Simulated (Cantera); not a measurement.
Feed: 1 mol PbO, a varied amount of H2, equilibrated at 625 °C and 525 Torr.

Method: chemical equilibrium by Gibbs-energy minimisation in Cantera with the NASA 1993 tables (ideal gas, pure condensed phases). Candidate condensed phases: H2O, Pb, PbO, PbO2, Pb3O4; 12 gas species. Equilibrium is a limit: real reactors are often held back by kinetics, nucleation or transport.

Task: Which condensed phases are stable at each of these points (n(H2) (mol)): 0.88, 1.2, 1.7, 2.3, 3.3, 4.5, 6.3, 8.8, 12, 17, 23, 33?

Result: 
```json
[
 {"n(H2) (mol)": "0.88", "condensed phases": "Pb(l) + PbO(yellow)", "Pb condensed (%)": "100.0"},
 {"n(H2) (mol)": "1.2", "condensed phases": "Pb(l)", "Pb condensed (%)": "100.0"},
 {"n(H2) (mol)": "1.7", "condensed phases": "Pb(l)", "Pb condensed (%)": "100.0"},
 {"n(H2) (mol)": "2.3", "condensed phases": "Pb(l)", "Pb condensed (%)": "100.0"},
 {"n(H2) (mol)": "3.3", "condensed phases": "Pb(l)", "Pb condensed (%)": "100.0"},
 {"n(H2) (mol)": "4.5", "condensed phases": "Pb(l)", "Pb condensed (%)": "100.0"},
 {"n(H2) (mol)": "6.3", "condensed phases": "Pb(l)", "Pb condensed (%)": "100.0"},
 {"n(H2) (mol)": "8.8", "condensed phases": "Pb(l)", "Pb condensed (%)": "100.0"},
 {"n(H2) (mol)": "12", "condensed phases": "Pb(l)", "Pb condensed (%)": "100.0"},
 {"n(H2) (mol)": "17", "condensed phases": "Pb(l)", "Pb condensed (%)": "100.0"},
 {"n(H2) (mol)": "23", "condensed phases": "Pb(l)", "Pb condensed (%)": "100.0"},
 {"n(H2) (mol)": "33", "condensed phases": "Pb(l)", "Pb condensed (%)": "100.0"}
]
```

At 0.88 mol H2 the condensed part is Pb(l) + PbO(yellow). From 1.2 mol H2 to 33 mol H2 the condensed part is Pb(l).
